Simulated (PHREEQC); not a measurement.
# Brine: an equilibrium model

Dissolve 0.42 mol/kgw Na2SO4, 0.00054 mol/kgw CaCl2 and 0.025 mol/kgw MgCl2 at 25 °C. Closed to the air; pH follows from the charge balance.

Equilibrium calculation in PHREEQC: ion-association model, phreeqc.dat.

Precipitation was switched off in this run.

Question: Estimate the ionic strength.

Answer: ionic strength 0.965 mol/kgw.

Question: In which forms is Mg present?

Answer: MgSO4 69 %, Mg+2 31 % of the Mg.

The ionic strength is past about 0.7 mol/kgw, beyond the range of this activity model, so the values are rough.
